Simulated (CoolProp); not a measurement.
Model: reference Helmholtz-energy equation of state, de Reuck 1993, in CoolProp.

For methanol, give the phase and the cp (kJ/(kg K)), isothermal compressibility (1/MPa), expansivity (1/kK), viscosity (µPa s) at 444.9 K and 5.13 bar; 444.9 K and 15.4 bar; 444.9 K and 20.5 bar.


- 444.9 K and 5.13 bar: gas; cp 1.98, isothermal compressibility 2.04, expansivity 2.74, viscosity 14.3
- 444.9 K and 15.4 bar: gas; cp 3.43, isothermal compressibility 0.806, expansivity 5.27, viscosity 14.0
- 444.9 K and 20.5 bar: gas; cp 5.85, isothermal compressibility 0.732, expansivity 9.27, viscosity 13.8

Viscosity comes from a separate model (Xiang 2006).
